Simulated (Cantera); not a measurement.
# Premixed flame

A freely propagating, adiabatic, planar premixed flame of CO : H₂ : CH₄ : O₂ : N₂ = 1 : 0.89 : 1.3 : 4.03 : 15.1 (molar parts), equivalence ratio 0.88, unburnt at 500 K and 0.987 atm; mixture-averaged transport, grid criteria slope 0.08 and curve 0.16, no radiation.

Detailed kinetics in Cantera: GRI-Mech 3.0 (53 species, 325 reactions). Burning velocities carry a grid error of a few per cent, more on coarse grids.

```json
[
 {"z (mm)": "-0.994", "T (K)": "500", "u (m/s)": "1.25", "x CO": "0.0448", "x H₂": "0.0396", "x CH₄": "0.0583", "x CH₃": "<1e-8", "x C₂H": "<1e-8", "x HO₂": "2.65e-8"},
 {"z (mm)": "-0.663", "T (K)": "500", "u (m/s)": "1.25", "x CO": "0.0448", "x H₂": "0.0391", "x CH₄": "0.0583", "x CH₃": "1.84e-8", "x C₂H": "<1e-8", "x HO₂": "4.32e-7"},
 {"z (mm)": "-0.497", "T (K)": "502", "u (m/s)": "1.25", "x CO": "0.0449", "x H₂": "0.0381", "x CH₄": "0.0583", "x CH₃": "1.15e-7", "x C₂H": "<1e-8", "x HO₂": "2.99e-6"},
 {"z (mm)": "-0.331", "T (K)": "522", "u (m/s)": "1.30", "x CO": "0.0451", "x H₂": "0.0358", "x CH₄": "0.0577", "x CH₃": "1.78e-6", "x C₂H": "<1e-8", "x HO₂": "3.69e-5"},
 {"z (mm)": "-0.166", "T (K)": "778", "u (m/s)": "1.93", "x CO": "0.0484", "x H₂": "0.0302", "x CH₄": "0.0479", "x CH₃": "0.000110", "x C₂H": "<1e-8", "x HO₂": "0.000204"},
 {"z (mm)": "-0.0828", "T (K)": "1160", "u (m/s)": "2.90", "x CO": "0.0562", "x H₂": "0.0264", "x CH₄": "0.0299", "x CH₃": "0.000765", "x C₂H": "<1e-8", "x HO₂": "0.000173"},
 {"z (mm)": "0", "T (K)": "1562", "u (m/s)": "3.92", "x CO": "0.0648", "x H₂": "0.0209", "x CH₄": "0.00807", "x CH₃": "0.00108", "x C₂H": "1.06e-8", "x HO₂": "0.000131"},
 {"z (mm)": "0.0828", "T (K)": "1742", "u (m/s)": "4.36", "x CO": "0.0585", "x H₂": "0.0139", "x CH₄": "0.000675", "x CH₃": "0.000147", "x C₂H": "<1e-8", "x HO₂": "3.14e-5"},
 {"z (mm)": "0.166", "T (K)": "1808", "u (m/s)": "4.51", "x CO": "0.0472", "x H₂": "0.0108", "x CH₄": "3.00e-5", "x CH₃": "7.55e-6", "x C₂H": "<1e-8", "x HO₂": "1.57e-5"},
 {"z (mm)": "0.331", "T (K)": "1888", "u (m/s)": "4.67", "x CO": "0.0340", "x H₂": "0.00994", "x CH₄": "7.15e-8", "x CH₃": "2.19e-8", "x C₂H": "<1e-8", "x HO₂": "1.13e-5"},
 {"z (mm)": "0.663", "T (K)": "1984", "u (m/s)": "4.87", "x CO": "0.0256", "x H₂": "0.00901", "x CH₄": "<1e-8", "x CH₃": "<1e-8", "x C₂H": "<1e-8", "x HO₂": "7.94e-6"},
 {"z (mm)": "1.33", "T (K)": "2084", "u (m/s)": "5.08", "x CO": "0.0208", "x H₂": "0.00702", "x CH₄": "<1e-8", "x CH₃": "<1e-8", "x C₂H": "<1e-8", "x HO₂": "5.16e-6"},
 {"z (mm)": "2.65", "T (K)": "2170", "u (m/s)": "5.26", "x CO": "0.0159", "x H₂": "0.00494", "x CH₄": "<1e-8", "x CH₃": "<1e-8", "x C₂H": "<1e-8", "x HO₂": "3.32e-6"}
]
```
x: mole fraction of selected species; z is measured from the peak of heat release.

The laminar burning velocity is 125 cm/s and the thermal thickness is 0.331 mm. The peak x(CH₃) is 0.00128 and the peak x(C₂H) is 1.71e-8. The peak x(HO₂) comes out as 0.000206. The grid points is 150.
